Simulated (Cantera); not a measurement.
What does this Cantera script print?

```python
import numpy as np
import cantera as ct

gas_names = """
    H HO2 H2 H2O H2O2 O OH O2 O3
""".split()
cond_names = """
    H2O(s) H2O(L)
""".split()


# ... load() reads the species with a 1 bar reference pressure and builds the phases ...
atoms = {
    'H2O': {'H': 2, 'O': 1},
}
top_T = {}  # K; cautious upper limits of use, not melting points


# ... equilibrate(T, P, feed) seeds the gas with the atoms and calls Mixture.equilibrate('TP', solver="vcs", rtol=1e-11, max_steps=5000) ...
results = []
feed = {'H2O': 1}  # mol
T = 1473  # K
P = 2200000  # Pa
mix = equilibrate(T, P, feed)
results.append((T, P, feed, dict(zip(mix.species_names, mix.species_moles))))
print(gas.report(threshold=0.001))
for i in range(1, mix.n_phases):
    print(f"{mix.phase(i).name:16s} {mix.phase_moles(i):12.5e} mol")
```

Result:

```
       temperature   1473 K
          pressure   2.2e+06 Pa
           density   3.236 kg/m^3
  mean mol. weight   18.014 kg/kmol
   phase of matter   gas

                          1 kg             1 kmol
                     ---------------   ---------------
          enthalpy       -1.0816e+07       -1.9484e+08  J
   internal energy       -1.1496e+07       -2.0709e+08  J
           entropy             12442        2.2413e+05  J/K
    Gibbs function       -2.9142e+07       -5.2498e+08  J
 heat capacity c_p              2612             47053  J/K
 heat capacity c_v            2150.4             38739  J/K

                      mass frac. Y      mole frac. X     chem. pot. / RT
                     ---------------   ---------------   ---------------
               H2O           0.99994           0.99991           -42.867
     [   +8 minor]         6.017e-05        9.0258e-05
```

Cantera equilibrium calculation (NASA polynomials, part measured and part estimated; ideal gas, pure solids and liquids).
